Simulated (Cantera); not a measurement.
Feed: 1 mol CuO, 1.3 mol C, 14 mol H2, equilibrated at 750 Torr.

Method: chemical equilibrium by Gibbs-energy minimisation in Cantera with the NASA 1993 tables (ideal gas, pure condensed phases). Candidate condensed phases: C, C6H6, C7H8, C8H18, Cu, CuO, Cu(OH)2, Cu2O, H2O; 113 gas species. Rates play no part.

x: gas mole fraction; n: condensed amount in mol.

| T (°C) | x H2 | x CH4 | x H2O | x CO | x CO2 | x C2H4 | n Cu(s) | n C(graphite) |
|---|---|---|---|---|---|---|---|---|
| 552 | 0.822 | 0.100 | 0.0765 | 0.00121 | 0.000403 | 3.97e-9 | 1.00 | 0 |
| 602 | 0.831 | 0.0932 | [?] | [?] | [?] | [?] | 1.00 | 0 |
| 652 | 0.850 | 0.0766 | 0.0516 | 0.0191 | 0.00234 | 6.39e-8 | 1.00 | 0 |
| 702 | 0.873 | [?] | [?] | [?] | [?] | [?] | 1.00 | 0 |
| 752 | 0.891 | 0.0399 | 0.0175 | 0.0506 | 0.00128 | 2.46e-7 | 1.00 | 0 |
| 802 | 0.902 | 0.0297 | 0.00838 | 0.0597 | 0.000596 | 4.35e-7 | 1.00 | 0 |
| 852 | 0.908 | 0.0238 | 0.00375 | 0.0643 | 0.000242 | 8.06e-7 | 1.00 | 0.0111 |
| 902 | 0.916 | 0.0161 | 0.00208 | 0.0656 | 0.000116 | 9.71e-7 | 1.00 | 0.0956 |

Question: Complete the blanks.

Answer: 
- 702, x CH4: 0.0562
- 702, x H2O: 0.0323
- 702, x CO: 0.0361
- 702, x CO2: 0.00214
- 702, x C2H4: 1.38e-7
- 602, x H2O: 0.0685
- 602, x CO: 0.00626
- 602, x CO2: 0.00136
- 602, x C2H4: 2.00e-8
